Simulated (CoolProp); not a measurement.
Vapour-liquid equilibrium of cyclohexane (1) + ethylbenzene (2) at 0.26 bar; x and y are mole fractions of (1).

Model: multi-fluid Helmholtz-energy mixture model, Zhou 2014 and Zhou 2012; pair parameters Bell 2016, in CoolProp.

Problem. Give the bubble temperature and the first vapour's composition at x = 0.2, 0.5, 0.8. Is there an azeotrope?

Solution. x = 0.2: 342.7 K, y = 0.654; x = 0.5: 326.9 K, y = 0.884; x = 0.8: 318.7 K, y = 0.962. No azeotrope shows between x = 0.05 and 0.95.

Pair parameters are fitted to limited data, so mixtures are less certain than the pure fluids.
